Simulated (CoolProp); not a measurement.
Properties of propylene along the isotherm 407 K.

Model: reference Helmholtz-energy equation of state, Lemmon 2013, in CoolProp.

| p (MPa) | phase | density (kg/m³) | speed of sound (m/s) | conductivity (mW/(m K)) | fugacity coefficient |
|---|---|---|---|---|---|
| 1.52 | gas | 20.64 | 279.6 | 32.1 | 0.9209 |
| 3.04 | gas | 45.90 | 258.6 | 35.2 | 0.8450 |
| 4.55 | gas | 78.57 | 236.6 | 39.9 | 0.7721 |
| 6.07 | supercritical | 125.8 | 216.1 | 48.0 | 0.7009 |
| 7.59 | supercritical | 196.4 | 213.6 | 60.1 | 0.6325 |
| 9.11 | supercritical | 265.6 | 252.0 | 69.0 | 0.5718 |
| 10.6 | supercritical | 307.6 | 303.1 | 74.2 | 0.5241 |
| 12.1 | supercritical | 334.8 | 350.2 | 78.2 | 0.4865 |
| 13.7 | supercritical | 355.5 | 394.3 | 81.7 | 0.4552 |
| 15.2 | supercritical | 370.5 | 430.7 | 84.5 | 0.4319 |
| 16.7 | supercritical | 382.9 | 463.6 | 87.0 | 0.4130 |
| 18.2 | supercritical | 393.3 | 493.5 | 89.2 | 0.3976 |
| 19.7 | supercritical | 402.4 | 521.1 | 91.3 | 0.3850 |
| 21.3 | supercritical | 411.0 | 548.3 | 93.3 | 0.3739 |
| 22.8 | supercritical | 418.3 | 572.2 | 95.1 | 0.3654 |

Thermal conductivity comes from a separate model (Huber 2003), an estimate that may be off by 10 % or more.
